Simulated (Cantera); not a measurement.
An adiabatic, constant-pressure homogeneous reactor starts with CH4 : H2 : O2 : N2 = 1 : 0.053 : 1.84 : 6.93 (molar parts), equivalence ratio 1.1, at 1723 K and 0.987 atm. Integrator tolerance rtol = 1e-08.

Model: GRI-Mech 3.0 (53 species, 325 reactions), integrated in Cantera.

What does this change do: pressure from 0.987 atm to 8.98 atm?


```
quantity                                                            before                                    after
---------------------------------  ---------------------------------------  ---------------------------------------
time of steepest temperature rise                                 0.167 ms                                  27.7 µs
temperature at 0.100 s                                              2828 K                                   3005 K
equilibrium temperature                                             2828 K                                   3005 K
x(CH4) at 0.100 s                    <1e-12 (gas-phase equilibrium <1e-12)    <1e-12 (gas-phase equilibrium <1e-12)
x(H2) at 0.100 s                     0.0296 (gas-phase equilibrium 0.0296)    0.0242 (gas-phase equilibrium 0.0242)
x(O2) at 0.100 s                     0.0148 (gas-phase equilibrium 0.0148)    0.0102 (gas-phase equilibrium 0.0102)
x(C2H2) at 0.100 s                   <1e-12 (gas-phase equilibrium <1e-12)    <1e-12 (gas-phase equilibrium <1e-12)
x(O) at 0.100 s                    0.00742 (gas-phase equilibrium 0.00742)  0.00388 (gas-phase equilibrium 0.00388)
```
Above 3000 K some thermodynamic fits are extrapolated.

What does this change do: pressure from 0.987 atm to 0.227 atm?


```json
[
 {"quantity": "time of steepest temperature rise", "before": "0.167 ms", "after": "0.630 ms"},
 {"quantity": "temperature at 0.100 s", "before": "2828 K", "after": "2706 K"},
 {"quantity": "equilibrium temperature", "before": "2828 K", "after": "2706 K"},
 {"quantity": "x(CH4) at 0.100 s", "before": "<1e-12 (gas-phase equilibrium <1e-12)", "after": "<1e-12 (gas-phase equilibrium <1e-12)"},
 {"quantity": "x(H2) at 0.100 s", "before": "0.0296 (gas-phase equilibrium 0.0296)", "after": "0.0326 (gas-phase equilibrium 0.0326)"},
 {"quantity": "x(O2) at 0.100 s", "before": "0.0148 (gas-phase equilibrium 0.0148)", "after": "0.0177 (gas-phase equilibrium 0.0177)"},
 {"quantity": "x(C2H2) at 0.100 s", "before": "<1e-12 (gas-phase equilibrium <1e-12)", "after": "<1e-12 (gas-phase equilibrium <1e-12)"},
 {"quantity": "x(O) at 0.100 s", "before": "0.00742 (gas-phase equilibrium 0.00742)", "after": "0.0103 (gas-phase equilibrium 0.0103)"}
]
```

What does this change do: constant volume in place of constant pressure?


```csv
quantity,before,after
time of steepest temperature rise,0.167 ms,0.157 ms
temperature at 0.100 s,2828 K,2977 K
equilibrium temperature,2828 K,2977 K
x(CH4) at 0.100 s,<1e-12 (gas-phase equilibrium <1e-12),<1e-12 (gas-phase equilibrium <1e-12)
x(H2) at 0.100 s,0.0296 (gas-phase equilibrium 0.0296),0.0330 (gas-phase equilibrium 0.0330)
x(O2) at 0.100 s,0.0148 (gas-phase equilibrium 0.0148),0.0164 (gas-phase equilibrium 0.0164)
x(C2H2) at 0.100 s,<1e-12 (gas-phase equilibrium <1e-12),<1e-12 (gas-phase equilibrium <1e-12)
x(O) at 0.100 s,0.00742 (gas-phase equilibrium 0.00742),0.00987 (gas-phase equilibrium 0.00987)
```
